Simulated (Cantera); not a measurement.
# Equilibrium for abatement and gas-phase synthesis: NH3 + O2 + H2

Feed: 1 mol NH3, 0.095 mol O2, 0.21 mol H2, held at 54.0 bar.

These are equilibrium values from Cantera (NASA tables, ideal gas, pure condensed phases), not measurements of a reactor. Candidate condensed phases: H2O; 24 gas species. The ideal-gas law is rough above about 30 bar. Kinetics and transport are ignored.

| T (°C) | x H2 | x N2 | x H2O | x H | x NH3 | x OH | x NO | x O |
|---|---|---|---|---|---|---|---|---|
| 675 | 0.678 | 0.223 | 0.0870 | 5.88e-11 | 0.0119 | <1e-12 | <1e-12 | <1e-12 |
| 875 | 0.685 | 0.225 | 0.0863 | 8.07e-9 | 0.00358 | 6.07e-12 | <1e-12 | <1e-12 |
| 1075 | 0.687 | 0.226 | 0.0861 | 2.61e-7 | 0.00150 | 5.27e-10 | 2.11e-12 | <1e-12 |
| 1275 | 0.687 | 0.226 | 0.0860 | 3.47e-6 | 0.000787 | 1.45e-8 | 1.08e-10 | <1e-12 |
| 1475 | 0.687 | 0.226 | 0.0860 | 2.58e-5 | 0.000478 | 1.88e-7 | 2.26e-9 | 5.56e-12 |
| 1675 | 0.687 | 0.226 | 0.0860 | 0.000127 | 0.000322 | 1.44e-6 | 2.54e-8 | 1.98e-10 |
| 1875 | 0.687 | 0.226 | 0.0860 | 0.000470 | 0.000234 | 7.57e-6 | 1.82e-7 | 3.65e-9 |
| 2075 | 0.686 | 0.226 | 0.0859 | 0.00139 | 0.000180 | 3.00e-5 | 9.35e-7 | 4.11e-8 |
| 2275 | 0.685 | 0.226 | 0.0857 | 0.00348 | 0.000144 | 9.54e-5 | 3.71e-6 | 3.17e-7 |
| 2475 | 0.681 | 0.225 | 0.0854 | 0.00763 | 0.000119 | 0.000256 | 1.21e-5 | 1.82e-6 |
| 2675 | 0.675 | 0.224 | 0.0847 | 0.0150 | 0.000100 | 0.000600 | 3.34e-5 | 8.22e-6 |
| 2875 | 0.665 | 0.223 | 0.0834 | 0.0270 | 8.55e-5 | 0.00125 | 8.08e-5 | 3.07e-5 |
| 3075 | 0.650 | 0.221 | 0.0813 | 0.0452 | 7.32e-5 | 0.00238 | 0.000175 | 9.79e-5 |
x: gas mole fraction; nothing condenses.

From 675 °C to 3075 °C nothing is condensed.
